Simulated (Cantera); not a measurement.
## Equilibrium for calcination and drying: Mg(OH)2 + CO2 + H2 + H2O

A closed system holds: 1 mol Mg(OH)2, 0.041 mol CO2, 0.18 mol H2, 0.47 mol H2O, held at 527 °C and 8.25 Torr.

These are equilibrium values from Cantera (NASA tables, ideal gas, pure condensed phases), not measurements of a reactor. Candidate condensed phases: C, C6H6, C7H8, C8H18, H2O, Mg, MgCO3, MgO, Mg(OH)2; 116 gas species. Kinetics and transport are ignored.

The x(H2O) is 0.870, the x(H2) is 0.106 and the x(CO2) comes out as 0.0236. The x(CO) comes out as 0.000679, the n(MgO(s)) is 1.00 mol and the gas amount is 1.691 mol. The log10 activity of C(graphite) (absent) is -4.67. The log10 activity of MgCO3(s) (absent) is -4.94 and the log10 activity of Mg(s) (absent) is -21.26.
